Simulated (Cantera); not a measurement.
An adiabatic, constant-volume homogeneous reactor starts with CO : H2 : CH4 : O2 : N2 = 1 : 0.69 : 0.24 : 1.74 : 17.4 (molar parts), at 1075 K and 0.957 atm. Integrator tolerance rtol = 1e-08.

Model: GRI-Mech 3.0 (53 species, 325 reactions), integrated in Cantera.

**Question.** What does this change do: pressure from 0.957 atm to 4.93 atm?

**Answer.** 
| quantity | before | after |
|---|---|---|
| time of steepest temperature rise | 1.14 ms | 1.48 ms |
| temperature at 0.600 s | 2136 K | 2144 K |
| equilibrium temperature | 2134 K | 2144 K |
| x(CO) at 0.600 s | 0.00122 (gas-phase equilibrium 0.00121) | 0.000582 (gas-phase equilibrium 0.000582) |
| x(H2) at 0.600 s | 0.000228 (gas-phase equilibrium 0.000227) | 0.000108 (gas-phase equilibrium 0.000108) |
| x(CH4) at 0.600 s | <1e-12 (gas-phase equilibrium <1e-12) | <1e-12 (gas-phase equilibrium <1e-12) |
| x(H) at 0.600 s | 4.34e-5 (gas-phase equilibrium 4.29e-5) | 1.38e-5 (gas-phase equilibrium 1.38e-5) |
| x(HCN) at 0.600 s | <1e-12 (gas-phase equilibrium <1e-12) | <1e-12 (gas-phase equilibrium <1e-12) |
| x(CH2O) at 0.600 s | <1e-12 (gas-phase equilibrium <1e-12) | <1e-12 (gas-phase equilibrium <1e-12) |
